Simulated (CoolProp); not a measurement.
Values from CoolProp's reference Helmholtz-energy equation of state, Lemmon 2013.

### Question
Give the vapour pressure (MPa), vapour density (kg/m³), surface tension (mN/m), liquid viscosity (µPa s) of saturated propylene at 212.1, 225.3, 265 K.

### Answer
```json
[
 {"T (K)": "212.1", "p (MPa)": "0.0526", "vapour density (kg/m³)": "1.28", "surface tension (mN/m)": "18.7", "liquid viscosity (µPa s)": "229"},
 {"T (K)": "225.3", "p (MPa)": "0.100", "vapour density (kg/m³)": "2.34", "surface tension (mN/m)": "16.8", "liquid viscosity (µPa s)": "196"},
 {"T (K)": "265", "p (MPa)": "0.454", "vapour density (kg/m³)": "9.67", "surface tension (mN/m)": "11.3", "liquid viscosity (µPa s)": "130"}
]
```

Viscosity comes from a separate model (Huber 2003), an estimate that may be off by 10 % or more. Surface tension comes from a separate correlation (Mulero 2012).
